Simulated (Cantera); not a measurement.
Input: 1 mol CsCl, 130 mol H2, held at 1823 K and 0.0100 bar.

Equilibrium computed with Cantera from the NASA thermochemical tables; the gas is ideal and each condensed phase is pure. Candidate condensed phases: Cs, CsCl; 9 gas species. Equilibrium is a limit: real reactors are often held back by kinetics, nucleation or transport.

Base state: H2 0.986, CsCl 0.00600, H 0.00430, Cs 0.00161, HCl 0.00160 (mole fractions); condensed: gas only.

What changes in the equilibrium state with this change: temperature from 1823 K to 1623 K?


| species | before | after |
|---|---|---|
| H2 | 0.986 | 0.991 |
| CsCl | 0.00600 | 0.00693 |
| Cs | 0.00161 | 0.000699 |
| H | 0.00430 | 0.000688 |
| HCl | 0.00160 | 0.000698 |

What changes in the equilibrium state with this change: CsCl replaced by SrCl2?


```json
[
 {"species": "H2", "before": "0.986", "after": "0.986"},
 {"species": "SrCl2", "before": "0", "after": "0.00625"},
 {"species": "H", "before": "0.00430", "after": "0.00430"},
 {"species": "CsCl", "before": "0.00600", "after": "0"},
 {"species": "Cs", "before": "0.00161", "after": "0"},
 {"species": "SrCl", "before": "0", "after": "0.000815"},
 {"species": "Sr", "before": "0", "after": "0.000547"},
 {"species": "HCl", "before": "0.00160", "after": "0.00190"}
]
```
Further candidate phases: Sr, SrCl2.

What changes in the equilibrium state with this change: temperature from 1823 K to 1175 K?


```json
[
 {"species": "H2", "before": "0.986", "after": "0.992"},
 {"species": "CsCl", "before": "0.00600", "after": "0.00757"},
 {"species": "Cs", "before": "0.00161", "after": "3.13e-5"},
 {"species": "H", "before": "0.00430", "after": "1.22e-6"},
 {"species": "Cs2Cl2", "before": "2.22e-8", "after": "1.81e-5"},
 {"species": "HCl", "before": "0.00160", "after": "3.13e-5"}
]
```
